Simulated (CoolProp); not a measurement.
The fluid at 434.11 K and 0.0866 MPa flows at 23 m/s in a round tube of 20 mm bore and 0.25 µm roughness, fully developed (64/Re and Nu = 3.66 if laminar; Colebrook and Gnielinski if turbulent). The same conditions are run with several fluids, on thermodynamics alone (safety and materials aside).

The numbers come from the reference Helmholtz-energy equation of state of each fluid (o-xylene: Zhou 2012; R404A: Lemmon 2003; R124: de Vries 1995; R152A: Outcalt 1996; n-pentane: Thol 2019) in CoolProp. Blends and air are pseudo-pure fits.

**Question.** Rank o-xylene, R404A, R124, R152A, n-pentane by Reynolds number, highest first.

**Answer.** o-xylene (129000), n-pentane (81900), R124 (81100), R404A (61800), R152A (45500)

```tsv
fluid	Darcy friction factor	pressure drop (Pa/m)	heat-transfer coefficient (W/(m² K))	mass flow (kg/h)
o-xylene	0.0171	598	269	68.6
R404A	0.0200	621	157	61.1
R124	0.0189	822	186	85.7
R152A	0.0214	450	142	41.4
n-pentane	0.0188	436	240	45.6
```

Transport values come from each fluid's own correlations; those of R124, R152A, n-pentane are estimates that may be off by 10 % or more.
